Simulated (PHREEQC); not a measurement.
Consider water at 70 °C with 0.2 mol/kgw NaHS, 0.013 mol/kgw NaOH and 0.0021 mol/kgw CdCl2. Closed to the air; pH follows from the charge balance.

Equilibrium calculation in PHREEQC: ion-association model, wateq4f.dat.

No solid was allowed to form.

### Question
Predict the pH.

### Answer
pH 10.09.

### Question
In which forms is Cd present?

### Answer
Cd(HS)4-2 98 %, Cd(HS)3- 1.9 % of the Cd.

Examples of supersaturated solids here: Greenockite. Others may be too. Complexes and solids missing from the database can't appear. With this much S-2 the pH rests on the database's HS-/S-2 constant; if that pK is higher, the solution is more alkaline. The database's pK near 12.9 for HS-/S-2 is now thought far too low, so its S-2 is overstated. Away from 25 °C the constants follow the database's enthalpies or fits; those with neither stay at their 25 °C values. The polysulfide entries of wateq4f.dat were taken out for this run.
